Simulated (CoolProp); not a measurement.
Vapour-liquid equilibrium of n-heptane (1) + n-dodecane (2) at 0.0418 bar; x and y are mole fractions of (1).

Computed with CoolProp (multi-fluid Helmholtz-energy mixture model, Span 2003 and Lemmon 2004; pair parameters Bell 2016).

```
x     bubble temperature, mixture model (°C)  bubble temperature, Raoult's law (°C)  y, mixture model  y, Raoult's law
----  --------------------------------------  -------------------------------------  ----------------  ---------------
0.05                                    86.0                                   84.4                 ?            0.789
0.15                                    58.7                                   58.7             0.957            0.957
0.25                                       ?                                   46.7                 ?            0.983
0.35                                    37.9                                   39.1             0.992            0.992
0.45                                       ?                                   33.7                 ?            0.995
0.55                                    28.5                                   29.5             0.997            0.997
0.65                                    25.4                                   26.1             0.998            0.998
0.75                                    22.8                                   23.2             0.999            0.999
0.85                                       ?                                   20.8             0.999            1.000
0.95                                    18.6                                   18.6             1.000            1.000
```

Problem. Fill in the missing entries.

Solution. 
- 0.05, y, mixture model: 0.769
- 0.25, bubble temperature, mixture model (°C): 45.8
- 0.25, y, mixture model: 0.984
- 0.45, bubble temperature, mixture model (°C): 32.5
- 0.45, y, mixture model: 0.996
- 0.85, bubble temperature, mixture model (°C): 20.6

The largest gap from Raoult's law is +1.6 K in bubble temperature, at x = 0.05. No azeotrope shows between x = 0.05 and 0.95.

Pair parameters are fitted to limited data, so mixtures are less certain than the pure fluids. The gap from Raoult's law changes sign with composition, which may be real or a fault of the pair parameters; it wasn't checked against measurements.
